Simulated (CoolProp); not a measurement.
A single-stage vapour-compression cycle with propyne: evaporating at 321.15 K (dew point), condensing at 345.15 K (bubble point), superheat 10 K, subcooling 2 K, compressor efficiency 0.8, no pressure losses. Each further row changes one setting.

The numbers come from the reference Helmholtz-energy equation of state, Polt 1992 in CoolProp. This equation is an older, rougher fit; its heat capacities, sound speeds and derivatives of the liquid may be far off and weren't checked against measurements.

```
case                              cooling COP  pressure ratio  discharge temperature (K)  refrigerating effect (kJ/kg)  volumetric capacity (kJ/m³)
--------------------------------  -----------  --------------  -------------------------  ----------------------------  ---------------------------
as stated                                9.35            1.75                      364.8                           390                         7170
evaporating temperature 326.15 K         12.2            1.55                      362.7                           394                         8210
condensing temperature 340.15 K          12.1            1.57                      358.0                           404                         7440
subcooling 7 K                           9.70            1.75                      364.8                           404                         7440
superheat 20 K                           9.34            1.75                      374.8                           410                         7170
compressor efficiency 0.7                8.18            1.75                      367.5                           390                         7170
```
